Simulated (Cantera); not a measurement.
A freely propagating, adiabatic, planar premixed flame of H₂ : O₂ : N₂ = 1 : 0.385 : 1.46 (molar parts), equivalence ratio 1.3, unburnt at 675 K and 0.132 atm; unity-Lewis-number transport, grid criteria slope 0.08 and curve 0.16, no radiation.

Computed with Cantera and the H2/O2 subset of GRI-Mech 3.0, which has no nitrogen chemistry. Unity Lewis numbers drop preferential diffusion, which matters most where H2 and H carry the flame. Burning velocities carry a grid error of a few per cent, more on coarse grids.

x: mole fraction of selected species; z is measured from the peak of heat release.

```json
[
 {"z (mm)": "-15.6", "T (K)": "675", "u (m/s)": "5.20", "x H₂": "0.351", "x O₂": "0.135", "x OH": "<1e-8", "x HO₂": "<1e-8", "x O": "<1e-8", "x H": "<1e-8"},
 {"z (mm)": "-10.4", "T (K)": "675", "u (m/s)": "5.20", "x H₂": "0.351", "x O₂": "0.135", "x OH": "<1e-8", "x HO₂": "<1e-8", "x O": "<1e-8", "x H": "<1e-8"},
 {"z (mm)": "-7.79", "T (K)": "675", "u (m/s)": "5.20", "x H₂": "0.351", "x O₂": "0.135", "x OH": "<1e-8", "x HO₂": "<1e-8", "x O": "<1e-8", "x H": "<1e-8"},
 {"z (mm)": "-5.19", "T (K)": "675", "u (m/s)": "5.20", "x H₂": "0.351", "x O₂": "0.135", "x OH": "<1e-8", "x HO₂": "…", "x O": "<1e-8", "x H": "…"},
 {"z (mm)": "-2.60", "T (K)": "679", "u (m/s)": "5.23", "x H₂": "0.351", "x O₂": "0.135", "x OH": "2.05e-6", "x HO₂": "2.37e-5", "x O": "3.28e-6", "x H": "7.73e-5"},
 {"z (mm)": "-1.30", "T (K)": "771", "u (m/s)": "5.90", "x H₂": "0.333", "x O₂": "0.127", "x OH": "0.000142", "x HO₂": "2.79e-5", "x O": "0.000281", "x H": "0.00595"},
 {"z (mm)": "0", "T (K)": "…", "u (m/s)": "8.64", "x H₂": "…", "x O₂": "…", "x OH": "…", "x HO₂": "…", "x O": "…", "x H": "…"},
 {"z (mm)": "1.30", "T (K)": "1401", "u (m/s)": "10.3", "x H₂": "0.0790", "x O₂": "0.0202", "x OH": "0.00774", "x HO₂": "2.97e-6", "x O": "0.0120", "x H": "0.123"},
 {"z (mm)": "2.60", "T (K)": "1517", "u (m/s)": "11.1", "x H₂": "0.0791", "x O₂": "0.0165", "x OH": "0.00988", "x HO₂": "2.11e-6", "x O": "0.0121", "x H": "0.112"},
 {"z (mm)": "5.19", "T (K)": "1659", "u (m/s)": "12.0", "x H₂": "0.0845", "x O₂": "0.0143", "x OH": "0.0123", "x HO₂": "1.56e-6", "x O": "0.0113", "x H": "0.0952"},
 {"z (mm)": "10.4", "T (K)": "1817", "u (m/s)": "13.0", "x H₂": "0.0891", "x O₂": "0.0118", "x OH": "0.0145", "x HO₂": "1.11e-6", "x O": "0.00970", "x H": "0.0772"},
 {"z (mm)": "20.8", "T (K)": "1982", "u (m/s)": "14.0", "x H₂": "0.0922", "x O₂": "0.00909", "x OH": "0.0159", "x HO₂": "7.81e-7", "x O": "0.00762", "x H": "0.0600"},
 {"z (mm)": "41.6", "T (K)": "2142", "u (m/s)": "14.9", "x H₂": "0.0937", "x O₂": "0.00647", "x OH": "0.0160", "x HO₂": "5.71e-7", "x O": "0.00537", "x H": "0.0444"}
]
```

Task: Complete the blanks.

Result: 
- -5.19, x HO₂: 1.73e-7
- -5.19, x H: 1.57e-8
- 0, T (K): 1152
- 0, x H₂: 0.170
- 0, x O₂: 0.0605
- 0, x OH: 0.00316
- 0, x HO₂: 1.04e-5
- 0, x O: 0.00689
- 0, x H: 0.0858
